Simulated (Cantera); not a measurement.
A Cantera script and what it prints.

```python
import numpy as np
import cantera as ct

gas_names = """
    CO Si SiC2 CO2
""".split()
cond_names = """

""".split()


# ... load() reads the species with a 1 bar reference pressure and builds the phases ...
species = {s.name: s for s in load("nasa_gas.yaml", gas_names) + load("nasa_condensed.yaml", cond_names)}
# Each term lists the table entries of one substance; the one whose range holds T is used.
reactions = {
    '4 CO(g) + Si(g) = SiC2(g) + 2 CO2(g)':
        [(-4, ['CO']), (-1, ['Si']), (1, ['SiC2']), (2, ['CO2'])],
}


def pick(names, T):
    return next(species[n] for n in names if species[n].thermo.min_temp <= T <= species[n].thermo.max_temp)


results = []
for label, terms in reactions.items():
    print(label)
    print("     T/K   dH/kJ  dS/(J/K)   dG/kJ   log10 K")
    for T in [648, 698, 748, 798, 848, 898, 948, 998, 1048, 1098, 1148]:
        used = [(nu, pick(names, T)) for nu, names in terms]
        dH = sum(nu * s.thermo.h(T) for nu, s in used) / 1e6
        dS = sum(nu * s.thermo.s(T) for nu, s in used) / 1e3
        dG = dH - T * dS / 1e3
        logK = -dG * 1e6 / (ct.gas_constant * T * np.log(10))
        results.append((label, T, dH, dS, dG, logK, [s.name for _, s in used]))
        print(f"{T:8g} {dH:8.1f} {dS:8.1f} {dG:8.1f} {logK:8.2f}")
```

It prints:

```
4 CO(g) + Si(g) = SiC2(g) + 2 CO2(g)
     T/K   dH/kJ  dS/(J/K)   dG/kJ   log10 K
     648   -180.9   -298.1     12.2    -0.98
     698   -180.6   -297.5     27.1    -2.03
     748   -180.1   -296.9     42.0    -2.93
     798   -179.6   -296.3     56.8    -3.72
     848   -179.1   -295.6     71.6    -4.41
     898   -178.5   -295.0     86.3    -5.02
     948   -177.9   -294.3    101.1    -5.57
     998   -177.3   -293.7    115.8    -6.06
    1048   -176.7   -293.0    130.4    -6.50
    1098   -176.0   -292.4    145.1    -6.90
    1148   -175.3   -291.8    159.7    -7.27
```

Source: NASA polynomial tables (part measured, part estimated), evaluated in Cantera. Condensed species are held in their standard states even where they would react or evaporate.
